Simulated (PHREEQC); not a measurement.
## Acid mine or pickling water: speciation

Synthetic water in mmol/kgw, 35 °C, pH 3.44, pe 10:

```csv
constituent,mmol/kgw
Na,85.6
K,2.54
Ca,3.62
Mg,11.9
Cl,29.2
S(6),45.9
P,0.05
Si,0.18
Cu(2),0.389
```

Valence states are taken as typed.

The numbers come from PHREEQC with the ion-association model, wateq4f.dat.

Precipitation was switched off in this run.

Estimate the ionic strength, charge-balance error.

ionic strength 0.140 mol/kgw; charge-balance error 0.0 %.

In which forms is Na present?

Na+ 95 %, NaSO4- 5.3 % of the Na.

The solution is supersaturated, for example in Quartz (slow to form), so a real one may precipitate; this is no full list. H3PO4, which wateq4f.dat lacks, is added to it with the constant of phreeqc.dat. The database has no phosphate complexes of Cu.
